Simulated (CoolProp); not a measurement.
Vapour-liquid equilibrium of R143a (1) + R236FA (2) at 27.65 °C; x and y are mole fractions of (1).

The numbers come from the multi-fluid Helmholtz-energy mixture model, Lemmon and Jacobsen 2000 and Pan 2012; pair parameters Bell 2016 in CoolProp.

Q: Give the bubble pressure and the first vapour's composition at x = 0.2, 0.5, 0.95. Is there an azeotrope?

A: x = 0.2: 465.2 kPa, y = 0.458; x = 0.5: 756.9 kPa, y = 0.771; x = 0.95: 1284 kPa, y = 0.984. No azeotrope shows between x = 0.05 and 0.95.

The pair parameters rest on a limited set of measurements; away from them the model extrapolates.
